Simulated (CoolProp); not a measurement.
Values from CoolProp's reference Helmholtz-energy equation of state, Lemmon 2006. It is a short technical equation, of lower accuracy than the large ones.

### Question
For acetone, give the phase and the cp (kJ/(kg K)), cv (kJ/(kg K)), speed of sound (m/s), Joule-Thomson coefficient (K/MPa) at 232 K and 25.6 MPa.

### Answer
- 232 K and 25.6 MPa: liquid; cp 2.01, cv 1.47, speed of sound 1600, Joule-Thomson coefficient -0.424
